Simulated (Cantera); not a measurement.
Feed: 1 mol AlI₃, 7.7 mol H₂O, 3 mol N₂, at 1673.15 K and 1330 Pa.

These are equilibrium values from Cantera (NASA tables, ideal gas, pure condensed phases), not measurements of a reactor. Candidate condensed phases: Al, AlI₃, AlN, Al₂O₃, H₂O, I₂; 41 gas species. Equilibrium is a limit: real reactors are often held back by kinetics, nucleation or transport.

Question: What is the equilibrium state?

Answer: 
```
Quantity                              Value
--------------------------------  ---------
x(H₂O)                                0.455
x(N₂)                                 0.220
x(I)                                  0.207
x(H₂)                                 0.104
x(HI)                                0.0126
x(H)                               0.000318
x(I₂)                              0.000104
x(OH)                               6.72e-5
x(NO)                               1.73e-6
n(Al₂O₃(s))                       0.500 mol
gas amount                        13.62 mol
log10 activity of I₂(l) (absent)      -8.09
log10 activity of Al(l) (absent)     -11.52
```
